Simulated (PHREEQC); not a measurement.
Consider water at 25 °C with 0.21 mol NaOH, 0.00033 mol NaAlO2 and 0.000105 mol Na2CO3 per kg of water. Closed to the air; pH follows from the charge balance.

Computed with PHREEQC (ion-association model, wateq4f.dat).

The ionic strength comes out as 0.210 mol/kgw. What activity coefficients do CO3-2, OH-, Al(OH)4-, Na+, NaCO3- get?

CO3-2 0.30, OH- 0.70, Al(OH)4- 0.73, Na+ 0.74, NaCO3- 0.74.

Precipitation was switched off in this run.
